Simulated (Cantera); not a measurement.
## Thermodynamics of aluminium nitride and oxide growth, feed Al(CH₃)₃ + O₂ + H₂ + NH₃

Charge: 1 mol Al(CH₃)₃, 25 mol O₂, 76 mol H₂, a varied amount of NH₃, at 1375 K and 29.0 mbar.

Equilibrium computed with Cantera from the NASA thermochemical tables; the gas is ideal and each condensed phase is pure. Candidate condensed phases: Al, AlN, Al₂O₃, C, C₆H₆, C₇H₈, C₈H₁₈, H₂O; 148 gas species. The feed counts by its element totals alone. Gases not in the tables: Al(OH)₃. The numbers say what is thermodynamically allowed, not how fast it happens.

```csv
n(NH₃) (mol),x H₂,x H₂O,x N₂,x CO,x CO₂,n Al₂O₃(s)
0.48,0.436,0.526,0.00284,0.0224,0.0131,0.500
0.99,0.440,0.520,0.00579,0.0223,0.0128,0.500
2,0.446,0.508,0.0114,0.0221,0.0122,0.500
4.2,0.460,0.484,0.0229,0.0216,0.0110,0.500
8.5,0.484,0.444,0.0423,0.0207,0.00916,0.500
17,0.522,0.381,0.0723,0.0189,0.00666,0.500
36,0.576,0.289,0.116,0.0155,0.00377,0.500
74,0.632,0.195,0.160,0.0113,0.00168,0.500
150,0.679,0.118,0.196,0.00722,0.000607,0.500
```
x: gas mole fraction; n: condensed amount in mol.

From 0.48 mol NH₃ to 150 mol NH₃ the condensed part is Al₂O₃(s).
